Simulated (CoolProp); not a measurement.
Vapour-liquid equilibrium of CH2F2 (R32) (1) + propane (2) at 251.2 K; x and y are mole fractions of (1).

Values from CoolProp's multi-fluid Helmholtz-energy mixture model, Tillner-Roth 1997 and Lemmon 2009; pair parameters Bell 2016.

| x | bubble pressure (MPa) | y at the bubble point | dew pressure at overall composition x (MPa) | liquid density (mol/L) |
|---|---|---|---|---|
| 0.05 | 0.3323 | 0.324 | 0.2396 | 12.82 |
| 0.125 | 0.4292 | 0.494 | 0.2597 | 13.13 |
| 0.2 | 0.4804 | 0.561 | 0.2832 | 13.47 |
| 0.275 | 0.5056 | 0.594 | 0.3110 | 13.85 |
| 0.35 | 0.5168 | 0.610 | 0.3443 | 14.28 |
| 0.425 | 0.5213 | 0.617 | 0.3847 | 14.76 |
| 0.5 | 0.5228 | 0.621 | 0.4337 | 15.32 |
| 0.575 | 0.5234 | 0.624 | 0.4911 | 15.95 |
| 0.65 | 0.5235 | 0.628 | 0.5189 | 16.68 |
| 0.725 | 0.5220 | 0.638 | 0.4883 | 17.51 |
| 0.8 | 0.5153 | 0.661 | 0.4546 | 18.45 |
| 0.875 | 0.4952 | 0.709 | 0.4230 | 19.53 |
| 0.95 | 0.4441 | 0.824 | 0.3943 | 20.75 |

y crosses x between x = 0.575 and 0.65: the model has an azeotrope there.

Pair parameters are fitted to limited data, so mixtures are less certain than the pure fluids. With so large a gap from Raoult's law the liquid may split in two, which this calculation doesn't test in full.
